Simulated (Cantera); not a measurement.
A perfectly stirred reactor is fed with 12.1 % H₂, 12.8 % O₂, 75.0 % N₂, 0.0738 % NO, at 1000000 Pa; it is adiabatic with a 575 K inlet, and is followed from long to short residence time, starting on the burning branch (τ in s: 0.037, 0.017, 0.008, 0.0037, 0.0017, 0.00082, 0.00038, 0.00018, 8.3e-05).

Cantera simulation using GRI-Mech 3.0 (53 species, 325 reactions); the numbers are that mechanism's predictions, not measurements. The hydrogen kinetics of GRI-Mech 3.0 are dated; newer H2 mechanisms differ, most at raised pressure.

One state of this run: T (K) = 1492; x H₂ = 0.00106; x O₂ = 0.0725; x NO = 0.000726; x O = 3.52e-5; x OH = 0.000232; x N₂O = 3.27e-6. x: mole fraction; the columns are a selection and need not sum to one.

### Question
Which value of τ (s) does it belong to?
A) 0.0037
B) 0.037
C) 0.017
D) 0.0017

### Answer
D, 0.0017
